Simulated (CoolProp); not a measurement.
Saturation properties of CH3F (R41) (Tc = 44.1 °C, pc = 5.906 MPa, ω = 0.200).

Model: reference Helmholtz-energy equation of state, Lemmon 2006, in CoolProp. It is a short technical equation, of lower accuracy than the large ones.

```csv
T (°C),p (MPa),liquid density (kg/m³),vapour density (kg/m³),enthalpy of vaporisation (kJ/kg),surface tension (mN/m)
-72.15,0.1410,868.1,3.029,478.9,14.5
-62.95,0.2210,848.1,4.623,465.2,13.1
-53.75,0.3326,827.3,6.811,450.6,11.7
-44.55,0.4831,805.5,9.742,434.8,10.4
-35.25,0.6829,782.3,13.65,417.4,9.03
-26.05,0.9365,758.0,18.69,398.7,7.75
-16.85,1.255,732.1,25.21,377.9,6.51
-7.65,1.648,704.1,33.65,354.7,5.31
1.55,2.127,673.4,44.65,328.4,4.17
```

It boils at -78.4 °C under 1 atm.

Surface tension comes from a separate correlation (Mulero 2012).
